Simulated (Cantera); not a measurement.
What does this Cantera script print?

```python
import numpy as np
import cantera as ct

gas = ct.Solution("gri30.yaml", transport_model="mixture-averaged")
show = ['H2O', 'OH', 'H']

rows = []
print(f"{'T/K':>7s}{'rho':>11s}{'cp':>10s}{'mu':>11s}{'lambda':>11s}{'Pr':>7s}" + "".join(f"{'D_' + s:>11s}" for s in show))
for T in [400, 550, 700, 850, 1000, 1150, 1300]:
    gas.TPX = T, 260, {'O2': 0.28, 'CO2': 0.49, 'N2O': 0.13}
    Pr = gas.cp_mass * gas.viscosity / gas.thermal_conductivity
    D = [gas.mix_diff_coeffs_mole[gas.species_index(s)] for s in show]
    rows.append([gas.density, gas.cp_mass, gas.viscosity, gas.thermal_conductivity, Pr, *D])
    print(f"{T:7g}{gas.density:11.4e}{gas.cp_mass:10.1f}{gas.viscosity:11.4e}"
          f"{gas.thermal_conductivity:11.4e}{Pr:7.3f}" + "".join(f"{d:11.4e}" for d in D))
print("SI units: kg/m3, J/kg/K, Pa s, W/m/K, m2/s")
```

It prints:

```
    T/K        rho        cp         mu     lambda     Pr      D_H2O       D_OH        D_H
    400 3.1484e-03     943.9 2.1147e-05 2.7752e-02  0.719 1.2270e-02 1.7365e-02 7.0003e-02
    550 2.2898e-03    1036.1 2.7440e-05 3.9348e-02  0.723 2.2757e-02 3.0214e-02 1.2350e-01
    700 1.7991e-03    1106.9 3.2990e-05 5.0346e-02  0.725 3.5813e-02 4.5621e-02 1.8796e-01
    850 1.4816e-03    1160.3 3.8016e-05 6.0663e-02  0.727 5.1144e-02 6.3358e-02 2.6231e-01
   1000 1.2594e-03    1201.9 4.2652e-05 7.0356e-02  0.729 6.8537e-02 8.3261e-02 3.4581e-01
   1150 1.0951e-03    1232.1 4.6986e-05 7.9505e-02  0.728 8.7833e-02 1.0521e-01 4.3791e-01
   1300 9.6874e-04    1257.0 5.1076e-05 8.8187e-02  0.728 1.0891e-01 1.2909e-01 5.3817e-01
SI units: kg/m3, J/kg/K, Pa s, W/m/K, m2/s
```

Model: GRI-Mech 3.0 (53 species, 325 reactions), integrated in Cantera. The composition is frozen, though it would react at the higher temperatures.
